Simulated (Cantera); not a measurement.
Cantera run, input and output.

```python
import numpy as np
import cantera as ct

gas = ct.Solution("SiF4_NH3_mec.yaml", "gas")
gas.TPX = 2050, 2666, {'NH3': 1, 'H2': 2.1}
inlet = ct.Reservoir(gas, clone=True)

reactor = ct.IdealGasConstPressureReactor(gas, energy="off", clone=False)
exhaust = ct.Reservoir(gas, clone=True)
tau = [11, 4.5, 1.9, 0.82, 0.35, 0.15, 0.063, 0.027, 0.011, 0.0048][0]
for a, b in ((inlet, reactor), (reactor, exhaust)):
    ct.MassFlowController(a, b, mdot=lambda t: reactor.mass / tau)
net = ct.ReactorNet([reactor])
show = ['NH3', 'H2', 'NH2', 'N', 'NH', 'N2']

rows = []
print(f"{'tau/s':>10s}{'T/K':>9s}" + "".join(f"{s:>11s}" for s in show))
for tau in [11, 4.5, 1.9, 0.82, 0.35, 0.15, 0.063, 0.027, 0.011, 0.0048]:
    net.initial_time = 0.0
    net.advance(30 * tau)
    before = gas.X
    net.advance(40 * tau)
    drift = np.max(np.abs(gas.X - before) / (gas.X + 1e-9))
    rows.append([gas.T, *gas[show].X, drift])
    print(f"{tau:10.3e}{gas.T:9.1f}" + "".join(f"{x:11.3e}" for x in gas[show].X))
```

Output:

```
     tau/s      T/K        NH3         H2        NH2          N         NH         N2
 1.100e+01   2050.0  1.424e-02  8.670e-01  1.077e-04  1.930e-06  8.457e-06  1.164e-01
 4.500e+00   2050.0  3.668e-02  8.537e-01  1.967e-04  1.748e-06  1.088e-05  1.079e-01
 1.900e+00   2050.0  7.581e-02  8.296e-01  3.190e-04  1.713e-06  1.372e-05  9.307e-02
 8.200e-01   2050.0  1.327e-01  7.944e-01  4.657e-04  1.700e-06  1.652e-05  7.152e-02
 3.500e-01   2050.0  1.989e-01  7.532e-01  6.120e-04  1.671e-06  1.879e-05  4.641e-02
 1.500e-01   2050.0  2.545e-01  7.187e-01  7.193e-04  1.623e-06  2.009e-05  2.536e-02
 6.300e-02   2050.0  2.904e-01  6.964e-01  7.757e-04  1.544e-06  2.035e-05  1.176e-02
 2.700e-02   2050.0  3.086e-01  6.851e-01  7.819e-04  1.396e-06  1.944e-05  4.901e-03
 1.100e-02   2050.0  3.174e-01  6.798e-01  7.289e-04  1.077e-06  1.649e-05  1.608e-03
 4.800e-03   2050.0  3.208e-01  6.778e-01  5.915e-04  5.759e-07  1.086e-05  3.936e-04
```

Model: the gas-phase N/H chemistry of the illustrative SiF4/NH3 mechanism in the Surface Chemkin manual (1991), integrated in Cantera. Walls and surfaces, which speed up NH3 decomposition in real reactors, are not modelled.
